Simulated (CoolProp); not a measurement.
Vapour-liquid equilibrium of R143a (1) + R152A (2) at -70.65 °C; x and y are mole fractions of (1).

Values from CoolProp's multi-fluid Helmholtz-energy mixture model, Lemmon and Jacobsen 2000 and Outcalt 1996; pair parameters Bell 2016.

| x | bubble pressure (MPa) | y at the bubble point | dew pressure at overall composition x (MPa) | liquid density (mol/L) |
|---|---|---|---|---|
| 0.05 | 0.008894 | ___ | 0.007615 | 16.59 |
| 0.2 | 0.01301 | 0.542 | ___ | ___ |
| 0.35 | 0.01644 | 0.695 | 0.01023 | ___ |
| 0.5 | 0.01946 | 0.793 | 0.01229 | ___ |
| 0.65 | ___ | 0.866 | ___ | 15.30 |
| 0.8 | ___ | 0.927 | 0.01973 | 15.00 |
| 0.95 | 0.02781 | 0.982 | 0.02617 | 14.71 |

Q: What belongs in the gaps?

A: 
- 0.05, y at the bubble point: 0.218
- 0.2, dew pressure at overall composition x (MPa): 0.008737
- 0.2, liquid density (mol/L): 16.26
- 0.35, liquid density (mol/L): 15.93
- 0.5, liquid density (mol/L): 15.61
- 0.65, bubble pressure (MPa): 0.02228
- 0.65, dew pressure at overall composition x (MPa): 0.01528
- 0.8, bubble pressure (MPa): 0.02503

No azeotrope shows between x = 0.05 and 0.95.

Pair parameters are fitted to limited data, so mixtures are less certain than the pure fluids.
